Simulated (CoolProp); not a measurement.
Properties of n-pentane along the isobar 27.3 bar (Tc = 196.5 °C, pc = 33.68 bar, ω = 0.251).

Model: reference Helmholtz-energy equation of state, Thol 2019, in CoolProp.

| T (°C) | phase | isothermal compressibility (1/MPa) | viscosity (µPa s) | fugacity coefficient |
|---|---|---|---|---|
| 192.75 | gas | 0.8074 | … | 0.7202 |
| 204.35 | gas | 0.6482 | 9.84 | … |
| 215.85 | gas | 0.5751 | 10.0 | 0.7663 |
| 227.35 | gas | 0.5314 | 10.2 | 0.7851 |
| 238.95 | gas | 0.5018 | 10.5 | 0.8020 |
| 250.45 | gas | 0.4805 | 10.7 | 0.8171 |
| 262.05 | gas | 0.4641 | 11.0 | 0.8309 |
| 273.55 | gas | 0.4514 | 11.2 | 0.8433 |
| 285.15 | gas | 0.4410 | 11.5 | 0.8548 |
| 296.65 | gas | 0.4324 | … | … |
| 308.15 | gas | 0.4252 | 12.0 | 0.8748 |
| 319.75 | gas | 0.4190 | 12.3 | 0.8837 |
| 331.25 | gas | 0.4138 | 12.5 | 0.8919 |

Question: What belongs in the gaps?

Answer: 
- 192.75, viscosity (µPa s): 9.76
- 204.35, fugacity coefficient: 0.7450
- 296.65, viscosity (µPa s): 11.7
- 296.65, fugacity coefficient: 0.8652

Viscosity comes from a separate model (Quiñones-Cisneros 2006), older than the equation that it now runs on, and unchecked against measurements.
